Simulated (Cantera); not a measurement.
Charge: 1 mol Si₂H₆, a varied amount of CO₂, held at 525 K and 20.0 mbar.

These are equilibrium values from Cantera (NASA tables, ideal gas, pure condensed phases), not measurements of a reactor. Candidate condensed phases: C, C₆H₆, C₇H₈, C₈H₁₈, H₂O, Si, SiC, SiO₂; 123 gas species. The feed counts by its element totals alone. Rates play no part.

Problem. Which condensed phases are stable at each of these points (n(CO₂) (mol)): 0.19, 0.28, 0.43, 0.65, 0.97, 1.5, 2.2, 3.3?

Solution. 
```csv
n(CO₂) (mol),condensed phases,Si condensed (%)
0.19,Si(s) + SiC(s) + SiO₂(α-quartz),100.0
0.28,Si(s) + SiC(s) + SiO₂(α-quartz),100.0
0.43,Si(s) + SiC(s) + SiO₂(α-quartz),100.0
0.65,Si(s) + SiC(s) + SiO₂(α-quartz),100.0
0.97,Si(s) + SiC(s) + SiO₂(α-quartz),100.0
1.5,SiC(s) + SiO₂(α-quartz),100.0
2.2,C(graphite) + SiO₂(α-quartz),100.0
3.3,C(graphite) + SiO₂(α-quartz),100.0
```

From 0.19 mol CO₂ to 0.97 mol CO₂ the condensed part is Si(s) + SiC(s) + SiO₂(α-quartz). At 1.5 mol CO₂ the condensed part is SiC(s) + SiO₂(α-quartz). From 2.2 mol CO₂ to 3.3 mol CO₂ the condensed part is C(graphite) + SiO₂(α-quartz).
